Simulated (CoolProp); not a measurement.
The numbers come from the reference Helmholtz-energy equation of state, Thol 2021 in CoolProp.

### Question
For chlorine, give the phase and the speed of sound (m/s), Joule-Thomson coefficient (K/MPa) at -22.95 °C and 0.101 MPa; 4.15 °C and 0.101 MPa; 20.35 °C and 0.101 MPa.

### Answer
- -22.95 °C and 0.101 MPa: gas; speed of sound 196, Joule-Thomson coefficient 45.8
- 4.15 °C and 0.101 MPa: gas; speed of sound 206, Joule-Thomson coefficient 35.5
- 20.35 °C and 0.101 MPa: gas; speed of sound 212, Joule-Thomson coefficient 30.8
